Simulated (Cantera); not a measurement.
## Equilibrium for aluminium nitride and oxide growth: Al(CH3)3 + N2O + N2

Feed: 1 mol Al(CH3)3, 47 mol N2O, 150 mol N2, at 0.0133 bar.

Method: chemical equilibrium by Gibbs-energy minimisation in Cantera with the NASA 1993 tables (ideal gas, pure condensed phases). Candidate condensed phases: Al, AlN, Al2O3, C, C6H6, C7H8, C8H18, H2O; 148 gas species. The feed counts by its element totals alone. The numbers say what is thermodynamically allowed, not how fast it happens.

```json
[
 {"T (K)": "1373", "log p N2": "-1.93", "log p O2": "-2.98", "log p H2O": "-3.57", "log p CO2": "-3.74", "log p NO": "-5.27", "log p OH": "-6.49", "log p O": "-7.70", "n Al2O3(s)": "0.500"},
 {"T (K)": "1473", "log p N2": "-1.93", "log p O2": "-2.98", "log p H2O": "-3.57", "log p CO2": "-3.74", "log p NO": "-5.03", "log p OH": "-6.07", "log p O": "-7.04", "n Al2O3(s)": "0.500"},
 {"T (K)": "1573", "log p N2": "-1.93", "log p O2": "-2.98", "log p H2O": "-3.57", "log p CO2": "-3.74", "log p NO": "-4.83", "log p OH": "-5.70", "log p O": "-6.47", "n Al2O3(s)": "0.500"},
 {"T (K)": "1673", "log p N2": "-1.93", "log p O2": "-2.98", "log p H2O": "-3.57", "log p CO2": "-3.75", "log p NO": "-4.65", "log p OH": "-5.38", "log p O": "-5.97", "n Al2O3(s)": "0.500"},
 {"T (K)": "1773", "log p N2": "-1.93", "log p O2": "-2.99", "log p H2O": "-3.58", "log p CO2": "-3.75", "log p NO": "-4.49", "log p OH": "-5.10", "log p O": "-5.52", "n Al2O3(s)": "0.500"},
 {"T (K)": "1873", "log p N2": "-1.93", "log p O2": "-2.99", "log p H2O": "-3.58", "log p CO2": "-3.75", "log p NO": "-4.35", "log p OH": "-4.85", "log p O": "-5.12", "n Al2O3(s)": "0.500"},
 {"T (K)": "1973", "log p N2": "-1.93", "log p O2": "-3.00", "log p H2O": "-3.59", "log p CO2": "-3.76", "log p NO": "-4.22", "log p OH": "-4.62", "log p O": "-4.76", "n Al2O3(s)": "0.500"}
]
```
log p: log10 of the partial pressure in bar; n: condensed amount in mol.

From 1373 K to 1973 K the condensed part is Al2O3(s).
